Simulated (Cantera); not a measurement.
Mixture: CH₃OH : O₂ : N₂ = 1 : 1.36 : 5.13 (molar parts), equivalence ratio 1.1, at 0.300 bar, adiabatic and at constant pressure. Ignition delay is the time to a rise of 400 K.

Cantera simulation using GRI-Mech 3.0 (53 species, 325 reactions); the numbers are that mechanism's predictions, not measurements. GRI-Mech 3.0 was tuned for natural gas; its chemistry of methanol as a main component is partial and can be far from experiment.

Question: Predict: delay at 1023 K; delay at 1173 K; delay at 1323 K; delay at 1473 K; delay at 1623 K; apparent activation energy between 1473 and 1623 K.

Answer: 
```
Quantity                                                Result
--------------------------------------------------  ----------
delay at 1023 K                                        0.870 s
delay at 1173 K                                        44.2 ms
delay at 1323 K                                        4.68 ms
delay at 1473 K                                       0.865 ms
delay at 1623 K                                       0.243 ms
apparent activation energy between 1473 and 1623 K  170 kJ/mol
```
